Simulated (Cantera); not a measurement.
A closed system holds: 1 mol C₂H₆, 0.4 mol NH₃, at 2248 K and 1.00 bar.

Cantera equilibrium calculation (NASA polynomials, part measured and part estimated; ideal gas, pure solids and liquids). Candidate condensed phases: C, C₆H₆, C₇H₈, C₈H₁₈; 92 gas species. Equilibrium is a limit: real reactors are often held back by kinetics, nucleation or transport.

Problem. What is the equilibrium state?

Solution. 
```
Quantity                Result
-------------------  ---------
x(H₂)                    0.933
x(N₂)                   0.0484
x(HCN)                 0.00746
x(H)                   0.00710
x(C₂H₂ (acetylene))    0.00309
x(HNC)                0.000632
x(CH₄)                0.000207
x(CH₃)                 2.99e-5
x(C₂H₄)                5.67e-6
n(C(graphite))        1.94 mol
gas amount           3.813 mol
```
